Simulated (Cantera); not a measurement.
Charge: 1 mol KOH, 0.32 mol CO2, 0.4 mol H2O, held at 2900 Pa.

Cantera equilibrium calculation (NASA polynomials, part measured and part estimated; ideal gas, pure solids and liquids). Candidate condensed phases: C, C6H6, C7H8, C8H18, H2O, K, KOH, KO2, K2CO3, K2O, K2O2; 116 gas species. Rates play no part.

### Question
At 1777 °C, list the 5 most abundant gas species with their mole fractions, and the condensed phases.

### Answer
H2O 0.299, KOH 0.246, K 0.229, CO2 0.146, O2 0.0594. Condensed: gas only.
